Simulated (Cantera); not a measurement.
What does this Cantera script print?

```python
import numpy as np
import cantera as ct

gas_names = [...]  # 47 gases of nasa_gas.yaml made of Cl, H, N, O, Si
cond_names = """
    H2O(s) H2O(L) NH4CL(a) NH4CL(b) Si(cr) Si(L) SiO2(Lqz) SiO2(hqz) SiO2(L) Si2N2O(s) Si3N4(a)
""".split()


# ... load() reads the species with a 1 bar reference pressure and builds the phases ...
atoms = {
    'SiHCl3': {'Si': 1, 'H': 1, 'CL': 3},
    'NH3': {'N': 1, 'H': 3},
    'H2O': {'H': 2, 'O': 1},
}
top_T = {'Si2N2O(s)': 2100, 'Si3N4(a)': 2400}  # K; cautious upper limits of use, not melting points


# ... equilibrate(T, P, feed) seeds the gas with the atoms and calls Mixture.equilibrate('TP', solver="vcs", rtol=1e-11, max_steps=5000) ...
results = []
feed = {'SiHCl3': 1, 'NH3': 20, 'H2O': 0.014}  # mol
P = 1333.22  # Pa
for T in [1423, 1498, 1573, 1648, 1723, 1798, 1873, 1948]:
    mix = equilibrate(T, P, feed)
    results.append((T, P, feed, dict(zip(mix.species_names, mix.species_moles))))
    x = sorted(zip(gas.X, gas.species_names), reverse=True)
    print(f"T = {T:g} K  P = {P:g} Pa  gas = {mix.phase_moles(0):.4g} mol")
    print("   x: " + "  ".join(f"{s} {v:.3e}" for v, s in x if v > 0.0001))
    print("   condensed (mol): " + ("  ".join(f"{mix.phase(i).name} {mix.phase_moles(i):.4g}"
          for i in range(1, mix.n_phases) if mix.phase_moles(i) > 1e-12) or "none"))
```

It prints:

```
T = 1423 K  P = 1333.22 Pa  gas = 41.37 mol
   x: H2 7.019e-01  N2 2.261e-01  HCL 7.149e-02  SiCL2 4.742e-04
   condensed (mol): Si2N2O(s) 0.01394  Si3N4(a) 0.3171
T = 1498 K  P = 1333.22 Pa  gas = 41.39 mol
   x: H2 7.023e-01  N2 2.265e-01  HCL 6.964e-02  SiCL2 1.352e-03  H 1.247e-04
   condensed (mol): Si2N2O(s) 0.01337  Si3N4(a) 0.305
T = 1573 K  P = 1333.22 Pa  gas = 41.46 mol
   x: H2 7.030e-01  N2 2.275e-01  HCL 6.571e-02  SiCL2 3.237e-03  H 2.953e-04  SiO 1.388e-04
   condensed (mol): Si2N2O(s) 0.008245  Si3N4(a) 0.2804
T = 1648 K  P = 1333.22 Pa  gas = 41.56 mol
   x: H2 7.042e-01  N2 2.291e-01  HCL 5.914e-02  SiCL2 6.401e-03  H 6.472e-04  SiO 3.368e-04
   condensed (mol): Si3N4(a) 0.2388
T = 1723 K  P = 1333.22 Pa  gas = 41.7 mol
   x: H2 7.058e-01  N2 2.312e-01  HCL 5.060e-02  SiCL2 1.052e-02  H 1.327e-03  SiO 3.357e-04
   condensed (mol): Si3N4(a) 0.1796
T = 1798 K  P = 1333.22 Pa  gas = 42.1 mol
   x: H2 6.989e-01  N2 2.375e-01  HCL 4.930e-02  SiCL2 1.079e-02  H 2.549e-03  SiO 3.326e-04  Si 2.314e-04  SiCL 1.380e-04  CL 1.377e-04
   condensed (mol): Si(L) 0.5116
T = 1873 K  P = 1333.22 Pa  gas = 42.17 mol
   x: H2 6.961e-01  N2 2.371e-01  HCL 5.023e-02  SiCL2 1.016e-02  H 4.664e-03  Si 6.614e-04  SiO 3.320e-04  SiCL 2.625e-04  CL 2.549e-04
   condensed (mol): Si(L) 0.5109
T = 1948 K  P = 1333.22 Pa  gas = 42.3 mol
   x: H2 6.918e-01  N2 2.364e-01  HCL 5.088e-02  SiCL2 9.535e-03  H 8.140e-03  Si 1.742e-03  SiCL 4.730e-04  CL 4.488e-04  SiO 3.310e-04  SiH 1.286e-04
   condensed (mol): Si(L) 0.4741
```

These are equilibrium values from Cantera (NASA tables, ideal gas, pure condensed phases), not measurements of a reactor. Mutual solubility and eutectic melting of coexisting phases are not modelled. The tables' values for SiCl, SiCl3, SiN are old estimates; treat these amounts as uncertain. Gases not in the tables: Si2H6 and higher silanes.
